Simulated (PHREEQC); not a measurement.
## Copper plating or etch bath: an equilibrium model

Make-up at 20 °C: 110 mmol/kgw Cu(NO3)2, 0.12 mmol/kgw H2SO4 and 0.28 mmol/kgw Na2SO4. Closed to the air; pH follows from the charge balance.

Equilibrium calculation in PHREEQC: ion-association model, wateq4f.dat.

Each row changes one thing in this solution. This is a speciation only: nothing precipitates in the calculation.

```
case                                      pH  ionic strength (mol/kgw)  CuSO4 (mol/kgw)  SO4-2 (mol/kgw)  Cu2(OH)2+2 (mol/kgw)  CuOH+ (mol/kgw)  SI of Tenorite (CuO)  SI of Cu2(OH)3NO3 (Cu2(OH)3NO3)
--------------------------------------  ----  ------------------------  ---------------  ---------------  --------------------  ---------------  --------------------  -------------------------------
as made                                 3.72                     0.330         0.000232         0.000167               2.38e-6          2.37e-6                 -1.89                            -2.17
Na2SO4 from 0.00028 to 5.6e-05 mol/kgw  3.72                     0.330         0.000102          7.33e-5               2.38e-6          2.37e-6                 -1.89                            -2.17
0.022 mol/kgw NaBF4 added               2.71                     0.352         0.000219         0.000167               2.24e-8          2.31e-7                 -3.90                            -5.20
0.05 mol/kgw NaCl added                 3.72                         ?         0.000215         0.000174               2.14e-6          2.27e-6                     ?                            -2.22
temperature from 20 to 75 °C            3.50                     0.330         0.000236         0.000158               9.08e-5          1.31e-6                     ?                                ?
```

Problem. Complete the blanks.

Solution. 
- 0.05 mol/kgw NaCl added, ionic strength (mol/kgw): 0.374
- 0.05 mol/kgw NaCl added, SI of Tenorite (CuO): -1.91
- temperature from 20 to 75 °C, SI of Tenorite (CuO): -0.58
- temperature from 20 to 75 °C, SI of Cu2(OH)3NO3 (Cu2(OH)3NO3): -0.91

Complexes and solids missing from the database can't appear. Constants without temperature data keep their 25 °C values here. Real BF4- forms and hydrolyses slowly; the run takes it at equilibrium.
